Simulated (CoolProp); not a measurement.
Values from CoolProp's reference Helmholtz-energy equation of state, Lemmon 2006. It is a short technical equation, of lower accuracy than the large ones.

### Question
For nitrous oxide, give the phase and the density (kg/m³), speed of sound (m/s) at 298.4 K and 3.12 MPa.

### Answer
- 298.4 K and 3.12 MPa: gas; density 68.6, speed of sound 237
